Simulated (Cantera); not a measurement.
An isothermal, constant-pressure homogeneous reactor starts with C₂H₆ : N₂ = 2.3 : 64 (molar parts), at 1650 K and 1.00 bar.

Cantera simulation using GRI-Mech 3.0 (53 species, 325 reactions); the numbers are that mechanism's predictions, not measurements. GRI-Mech 3.0 stops at C3 and has no aromatics, soot or wall deposition, so with more carbon than oxygen in the feed, carbon stays in small species such as C2H2 where larger ones or solid carbon would form.

Question: Predict: x(C₂H₆) at 10.0 s; x(C₂H) at 10.0 s; x(H) at 10.0 s; x(C₂H₂) at 10.0 s; x(CH₂) at 10.0 s; x(CH₄) at 10.0 s; x(C₂H₄) at 10.0 s.

Answer: 
```
Item                                                  Result
-----------------  -----------------------------------------
x(C₂H₆) at 10.0 s    2.89e-8 (gas-phase equilibrium 7.66e-9)
x(C₂H) at 10.0 s     5.06e-8 (gas-phase equilibrium 1.32e-8)
x(H) at 10.0 s       2.31e-5 (gas-phase equilibrium 2.32e-5)
x(C₂H₂) at 10.0 s     0.0320 (gas-phase equilibrium 0.00837)
x(CH₂) at 10.0 s    1.47e-9 (gas-phase equilibrium 7.56e-10)
x(CH₄) at 10.0 s   0.000564 (gas-phase equilibrium 0.000292)
x(C₂H₄) at 10.0 s   0.000148 (gas-phase equilibrium 3.89e-5)
```
